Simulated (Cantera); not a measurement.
A closed system holds: 1 mol SiCl4, 15 mol N2, a varied amount of H2, equilibrated at 1475 K and 0.200 bar.

Method: chemical equilibrium by Gibbs-energy minimisation in Cantera with the NASA 1993 tables (ideal gas, pure condensed phases). Candidate condensed phases: NH4Cl, Si, Si3N4; 28 gas species. N2 is the only nitrogen source here; it is nearly inert below about 1500 K, so the nitride shown seldom forms there in practice. The tables' values for SiCl3 are old estimates; treat these amounts as uncertain. The numbers say what is thermodynamically allowed, not how fast it happens.

log p: log10 of the partial pressure in bar; n: condensed amount in mol.

```
n(H2) (mol)  log p N2  log p H2  log p HCl  log p SiCl4  log p SiCl2  n Si3N4(s)
-----------  --------  --------  ---------  -----------  -----------  ----------
3.3             -0.83     -1.77      -1.48        -2.91            …       0.253
7.1             -0.91     -1.35      -1.49        -3.71            …       0.309
11              -0.98     -1.18      -1.55        -4.23            …       0.320
15              -1.04     -1.08      -1.60        -4.61            …       0.324
19              -1.09     -1.02      -1.65        -4.91            …       0.326
22              -1.13     -0.98      -1.69        -5.09            …       0.327
26              -1.17     -0.95      -1.73        -5.30            …       0.328
30              -1.21     -0.92      -1.77        -5.49            …       0.329
```

### Question
Some entries are withheld; supply them.

### Answer

- 3.3, log p SiCl2: -3.18
- 7.1, log p SiCl2: -3.55
- 11, log p SiCl2: -3.79
- 15, log p SiCl2: -3.96
- 19, log p SiCl2: -4.09
- 22, log p SiCl2: -4.17
- 26, log p SiCl2: -4.26
- 30, log p SiCl2: -4.34
